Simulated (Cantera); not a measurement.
# Ignition delay

Mixture: 6.88 % CO, 7.57 % H2, 14.7 % O2, 70.8 % N2, equivalence ratio 0.49, at 9.87 atm, adiabatic and at constant pressure. Ignition delay is the time to a rise of 400 K.

Detailed kinetics in Cantera: GRI-Mech 3.0 (53 species, 325 reactions). The hydrogen kinetics of GRI-Mech 3.0 are dated; newer H2 mechanisms differ, most at raised pressure.

```csv
T0 (K),delay (ms)
1000,8.80
1050,2.55
1100,0.745
1150,0.201
1200,0.0467
1250,0.0155
1300,0.00844
1350,0.00575
```

```json
{
 "apparent activation energy between 1250 and 1350 K": "140 kJ/mol"
}
```
